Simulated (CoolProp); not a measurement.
R1132(E) at 293.15 K and 0.451 MPa is compressed adiabatically to 0.997 MPa with isentropic efficiency 0.6. Each further row changes one setting.

Model: reference Helmholtz-energy equation of state, Akasaka 2024, in CoolProp.

| case | work (kJ/kg) | final temperature (K) | final density (kg/m³) |
|---|---|---|---|
| as stated | 49.6 | 347.6 | 23.8 |
| efficiency 1 | 29.8 | 329.6 | 25.5 |
| efficiency 0.65 | 45.8 | 344.2 | 24.1 |
